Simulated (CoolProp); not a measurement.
The numbers come from the reference Helmholtz-energy equation of state, Lemmon 2006 in CoolProp. It is a short technical equation, of lower accuracy than the large ones.

**Question.** For nitrous oxide, give the phase and the cp (kJ/(kg K)), speed of sound (m/s) at 331.6 K and 0.22 bar; 273.2 K and 15.7 bar.

**Answer.** 
- 331.6 K and 0.22 bar: gas; cp 0.911, speed of sound 281
- 273.2 K and 15.7 bar: gas; cp 1.06, speed of sound 238
